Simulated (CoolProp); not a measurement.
Vapour-liquid equilibrium of carbonyl sulfide (1) + propane (2) at 1.09 MPa; x and y are mole fractions of (1).

Computed with CoolProp (multi-fluid Helmholtz-energy mixture model, Lemmon 2006 and Lemmon 2009; pair parameters Bell 2016).

```tsv
x	bubble temperature (°C)	y at the bubble point	dew temperature at overall composition x (°C)	liquid density (mol/L)
0.05	29.5	0.066	29.7	11.18
0.2	27.2	0.244	27.8	11.86
0.35	25.4	0.404	26.0	12.59
0.5	23.7	0.553	24.3	13.40
0.65	22.2	0.697	22.7	14.30
0.8	20.7	0.833	21.1	15.29
0.95	19.1	0.960	19.3	16.39
```

No azeotrope shows between x = 0.05 and 0.95.

Pair parameters are fitted to limited data, so mixtures are less certain than the pure fluids.
